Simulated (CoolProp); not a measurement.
Aqueous lithium chloride as a coolant, at 4 °C, 1 atm.

Model: Melinder's fits for secondary coolants, in CoolProp.

| mass % | freezing point (°C) | cp (kJ/(kg K)) | viscosity (mPa s) | density (kg/m³) | conductivity (W/(m K)) |
|---|---|---|---|---|---|
| 5.5 | -5.7 | 3.885 | ___ | 1033 | 0.558 |
| 6.7 | -7.3 | 3.819 | 1.91 | 1040 | 0.555 |
| 8 | -9.1 | 3.748 | 1.99 | 1047 | ___ |
| 9.2 | -10.9 | ___ | 2.07 | 1054 | 0.551 |
| 10.5 | -13.1 | 3.614 | 2.17 | ___ | 0.548 |
| 11.8 | -15.6 | 3.545 | 2.28 | 1070 | ___ |
| 13 | -18.4 | 3.483 | ___ | 1077 | 0.543 |
| 14.3 | -21.8 | 3.418 | 2.51 | 1085 | 0.541 |
| 15.5 | -25.5 | 3.359 | 2.63 | 1092 | 0.539 |
| 16.8 | -30.1 | 3.297 | 2.77 | 1100 | 0.536 |
| 18.1 | -35.3 | 3.239 | 2.92 | 1108 | 0.534 |

Question: Some entries are withheld; supply them.

Answer: 
- 5.5, viscosity (mPa s): 1.84
- 8, conductivity (W/(m K)): 0.553
- 9.2, cp (kJ/(kg K)): 3.683
- 10.5, density (kg/m³): 1062
- 11.8, conductivity (W/(m K)): 0.546
- 13, viscosity (mPa s): 2.38
